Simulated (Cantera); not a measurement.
A closed system holds: 1 mol Cr2O3, 250 mol H2, held at 1075 °C and 0.620 bar.

Method: chemical equilibrium by Gibbs-energy minimisation in Cantera with the NASA 1993 tables (ideal gas, pure condensed phases). Candidate condensed phases: Cr, Cr2O3, H2O; 13 gas species. Mutual solubility and eutectic melting of coexisting phases are not modelled. The numbers say what is thermodynamically allowed, not how fast it happens.

Base state: H2 1.000, H2O 0.000404 (mole fractions); condensed: Cr(s) + Cr2O3(s).

Problem. What changes in the equilibrium state with this change: temperature from 1075 °C to 775 °C?

Solution. 
```csv
species,before,after
H2,1.000,1.000
H2O,0.000404,1.66e-5
"Cr(s), mol",0.0674,0.00276
"Cr2O3(s), mol",0.966,0.999
```
